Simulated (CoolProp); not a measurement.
CF4 (R14) at 293.15 K and 3.94 MPa is throttled through a valve to 2.31 MPa with no heat exchange. Each further row changes one setting.

Model: reference Helmholtz-energy equation of state, Platzer 1990, in CoolProp. This equation is an older, rougher fit.

```tsv
case	temperature change (K)	final density (kg/m³)
as stated	…	…
outlet pressure 0.693 MPa	…	…
outlet pressure 3 MPa	-5.4	…
```

Question: What belongs in the gaps?

Answer: 
- as stated, temperature change (K): -9.6
- as stated, final density (kg/m³): 96.2
- outlet pressure 0.693 MPa, temperature change (K): -20.2
- outlet pressure 0.693 MPa, final density (kg/m³): 27.9
- outlet pressure 3 MPa, final density (kg/m³): 126
